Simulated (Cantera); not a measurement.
A closed system holds: 1 mol Al2O3, 64 mol H2, at 1750 K and 1 atm.

Equilibrium computed with Cantera from the NASA thermochemical tables; the gas is ideal and each condensed phase is pure. Candidate condensed phases: Al, Al2O3, H2O; 19 gas species. Equilibrium is a limit: real reactors are often held back by kinetics, nucleation or transport.

Base state: H2 1.000, H 0.000231 (mole fractions); condensed: Al2O3(s).

What changes in the equilibrium state with this change: temperature from 1750 K to 2075 K?


```csv
species,before,after
H2,1.000,0.997
H,0.000231,0.00264
H2O,7.46e-6,0.000206
Al,2.59e-6,6.89e-5
Al2O,6.96e-7,3.59e-5
AlOH,2.86e-7,1.21e-5
AlH,1.36e-6,1.65e-5
"Al2O3(s), mol",1.000,0.995
```
The tables' values for AlOH are old estimates; treat these amounts as uncertain.
